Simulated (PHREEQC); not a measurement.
Ca(OH)2 is added in steps, without added water, to 1 kg of water holding 0.05 mol HF and 4.4e-05 mol (CH3)4NF, at 81 °C. O2 is buffered at 0.21 atm. The system is closed to CO2. Only these solids could form: Fluorite, Portlandite.

Base run: PHREEQC, ion-association model, wateq4f.dat. Each further column changes one thing. The table gives Ca in solution (mol/kgw).

```json
[
 {"Ca(OH)2 added (mol)": "0", "base": "0", "Debye-Hückel limiting law": "0", "all activity coefficients set to 1": "0", "metal-ligand complexes left out": "0", "database phreeqc.dat": "0"},
 {"Ca(OH)2 added (mol)": "0.00375", "base": "1.18e-5", "Debye-Hückel limiting law": "1.21e-5", "all activity coefficients set to 1": "8.97e-6", "metal-ligand complexes left out": "1.12e-5", "database phreeqc.dat": "1.10e-5"},
 {"Ca(OH)2 added (mol)": "0.0075", "base": "1.37e-5", "Debye-Hückel limiting law": "1.40e-5", "all activity coefficients set to 1": "1.06e-5", "metal-ligand complexes left out": "1.30e-5", "database phreeqc.dat": "1.29e-5"},
 {"Ca(OH)2 added (mol)": "0.01125", "base": "1.67e-5", "Debye-Hückel limiting law": "1.70e-5", "all activity coefficients set to 1": "1.30e-5", "metal-ligand complexes left out": "1.59e-5", "database phreeqc.dat": "1.57e-5"},
 {"Ca(OH)2 added (mol)": "0.015", "base": "2.17e-5", "Debye-Hückel limiting law": "2.21e-5", "all activity coefficients set to 1": "1.73e-5", "metal-ligand complexes left out": "2.08e-5", "database phreeqc.dat": "2.07e-5"},
 {"Ca(OH)2 added (mol)": "0.01875", "base": "3.26e-5", "Debye-Hückel limiting law": "3.30e-5", "all activity coefficients set to 1": "2.65e-5", "metal-ligand complexes left out": "3.15e-5", "database phreeqc.dat": "3.13e-5"},
 {"Ca(OH)2 added (mol)": "0.0225", "base": "7.09e-5", "Debye-Hückel limiting law": "7.15e-5", "all activity coefficients set to 1": "6.04e-5", "metal-ligand complexes left out": "6.94e-5", "database phreeqc.dat": "6.93e-5"},
 {"Ca(OH)2 added (mol)": "0.02625", "base": "0.00136", "Debye-Hückel limiting law": "0.00137", "all activity coefficients set to 1": "0.00134", "metal-ligand complexes left out": "0.00136", "database phreeqc.dat": "0.00136"},
 {"Ca(OH)2 added (mol)": "0.03", "base": "0.00506", "Debye-Hückel limiting law": "0.00507", "all activity coefficients set to 1": "0.00504", "metal-ligand complexes left out": "0.00506", "database phreeqc.dat": "0.00506"}
]
```

(CH3)4N+ isn't in the database: it is added as a free cation with an ion size of 4 Å. Away from 25 °C the constants follow the database's enthalpies or fits; those with neither stay at their 25 °C values. phreeqc.dat and wateq4f.dat share most of their constants, so their agreement is no independent check. Solids allowed in the column 'database phreeqc.dat': Fluorite.
